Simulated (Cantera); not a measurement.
A closed system holds: 1 mol c-C4F8, 0.02 mol F2, 3.3 mol H2, equilibrated at 0.100 bar.

Method: chemical equilibrium by Gibbs-energy minimisation in Cantera with the NASA 1993 tables (ideal gas, pure condensed phases). Candidate condensed phases: C, C6H6, C7H8, C8H18; 95 gas species. The feed counts by its element totals alone. Gases not in the tables: C2F6 and larger saturated fluorocarbons. The numbers say what is thermodynamically allowed, not how fast it happens.

**Question.** What share of the C ends up in condensed phases as a function of T (K), at 1473, 1623, 1773, 1923, 2073, 2223, 2373, 2523, 2673, 2823, 2973, 3123, 3273, 3423?

**Answer.** 
```csv
T (K),C condensed (%),as
1473,91.0,C(graphite)
1623,91.0,C(graphite)
1773,90.9,C(graphite)
1923,90.7,C(graphite)
2073,90.1,C(graphite)
2223,88.9,C(graphite)
2373,88.1,C(graphite)
2523,89.2,C(graphite)
2673,91.3,C(graphite)
2823,92.9,C(graphite)
2973,92.3,C(graphite)
3123,85.4,C(graphite)
3273,55.3,C(graphite)
3423,0.0,-
```
